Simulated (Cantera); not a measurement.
## Ammonia decomposition in nitride growth gas

An isothermal, constant-pressure homogeneous reactor starts with NH3 : H2 = 1 : 26 (molar parts), at 2175 K and 0.133 bar.

Computed with Cantera and the gas-phase N/H chemistry of the illustrative SiF4/NH3 mechanism in the Surface Chemkin manual (1991). Walls and surfaces, which speed up NH3 decomposition in real reactors, are not modelled.

| t (s) | x NH3 | x H2 | x N2 | x N | x N2H4 | x H |
|---|---|---|---|---|---|---|
| 3.00e-6 | 0.0370 | 0.963 | <1e-12 | <1e-12 | <1e-12 | 1.93e-6 |
| 1.05e-5 | 0.0370 | 0.963 | <1e-12 | <1e-12 | <1e-12 | 7.13e-6 |
| 3.70e-5 | 0.0370 | 0.963 | 4.67e-12 | 3.15e-12 | <1e-12 | 2.54e-5 |
| 0.000130 | 0.0370 | 0.963 | 7.87e-10 | 1.46e-10 | 1.93e-12 | 8.95e-5 |
| 0.000456 | 0.0370 | 0.963 | 1.07e-7 | 6.39e-9 | 2.33e-11 | 0.000314 |
| 0.00160 | 0.0369 | 0.962 | 1.08e-5 | 2.56e-7 | 2.70e-10 | 0.00108 |
| 0.00562 | 0.0353 | 0.961 | 0.000661 | 3.13e-6 | 1.36e-9 | 0.00253 |
| 0.0197 | 0.0268 | 0.965 | 0.00476 | 3.79e-6 | 1.07e-9 | 0.00296 |
| 0.0693 | 0.00903 | 0.973 | 0.0134 | 4.39e-6 | 2.74e-10 | 0.00449 |
| 0.243 | 0.000135 | 0.970 | 0.0177 | 1.51e-6 | <1e-12 | 0.0127 |
| 0.854 | 1.35e-5 | 0.969 | 0.0177 | 1.74e-7 | <1e-12 | 0.0132 |
| 3.00 | 3.23e-6 | 0.969 | 0.0177 | 4.15e-8 | <1e-12 | 0.0132 |
x: mole fraction; the columns are a selection and need not sum to one.

Equilibrium at this temperature and pressure: NH3 2.60e-7, H2 0.969, N2 0.0177, N 3.35e-9, N2H4 <1e-12, H 0.0132 (gas phase only).
